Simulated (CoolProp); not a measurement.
Vapour-liquid equilibrium of cyclohexane (1) + m-xylene (2) at 0.0196 MPa; x and y are mole fractions of (1).

Model: multi-fluid Helmholtz-energy mixture model, Zhou 2014 and Zhou 2012; pair parameters Bell 2016, in CoolProp.

Question: Give the bubble temperature and the first vapour's composition at x = 0.5, 0.8, 0.95. Is there an azeotrope?

Answer: x = 0.5: 319.6 K, y = 0.901; x = 0.8: 311.7 K, y = 0.968; x = 0.95: 308.6 K, y = 0.992. No azeotrope shows between x = 0.05 and 0.95.

The pair parameters rest on a limited set of measurements; away from them the model extrapolates.
